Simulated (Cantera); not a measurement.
CuO + CH4 + H2 (carbothermic reduction)

A closed system holds: 1 mol CuO, 1.1 mol CH4, a varied amount of H2, at 2277 °C and 10000 Pa.

Cantera equilibrium calculation (NASA polynomials, part measured and part estimated; ideal gas, pure solids and liquids). Candidate condensed phases: C, C6H6, C7H8, C8H18, Cu, CuO, Cu(OH)2, Cu2O, H2O; 113 gas species. The numbers say what is thermodynamically allowed, not how fast it happens.

| n(H2) (mol) | x H2 | x CO | x Cu | x H | n C(graphite) |
|---|---|---|---|---|---|
| 0.38 | 0.502 | 0.211 | 0.210 | 0.0699 | 0.0349 |
| 0.49 | 0.511 | 0.206 | 0.205 | 0.0705 | 0.0321 |
| 0.64 | 0.523 | 0.199 | 0.199 | 0.0714 | 0.0283 |
| 0.83 | 0.537 | 0.192 | 0.191 | 0.0723 | 0.0234 |
| 1.1 | 0.556 | 0.182 | 0.181 | 0.0735 | 0.0166 |
| 1.4 | 0.574 | 0.172 | 0.171 | 0.0747 | 0.00890 |
| 1.8 | 0.595 | 0.160 | 0.160 | 0.0761 | 0 |
| 2.3 | 0.619 | 0.148 | 0.148 | 0.0776 | 0 |
| 3 | 0.647 | 0.133 | 0.133 | 0.0794 | 0 |
| 3.9 | 0.676 | 0.118 | 0.118 | 0.0811 | 0 |
x: gas mole fraction; n: condensed amount in mol.

From 0.38 mol H2 to 1.4 mol H2 the condensed part is C(graphite). From 1.8 mol H2 to 3.9 mol H2 nothing is condensed. The main Cu-bearing gas is Cu throughout.
